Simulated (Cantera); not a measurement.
A closed system holds: 1 mol Si2H6, 0.54 mol Cl2, 22 mol N2, at 1198.15 K and 1.00 Torr.

Equilibrium computed with Cantera from the NASA thermochemical tables; the gas is ideal and each condensed phase is pure. Candidate condensed phases: NH4Cl, Si, Si3N4; 28 gas species. The feed counts by its element totals alone. N2 is the only nitrogen source here; it is nearly inert below about 1500 K, so the nitride shown seldom forms there in practice. Equilibrium is a limit: real reactors are often held back by kinetics, nucleation or transport.

Base state: N2 0.854, H2 0.102, HCl 0.0445, SiCl2 3.78e-5 (mole fractions); condensed: Si3N4(s).

### Question
What changes in the equilibrium state with this change: Si2H6 replaced by Si3H8?

### Answer
```
species         before    after
-------------  -------  -------
N2               0.854    0.815
H2               0.102    0.141
HCl             0.0445   0.0439
SiCl2          3.78e-5  2.74e-5
Si3N4(s), mol    0.666    1.000
```
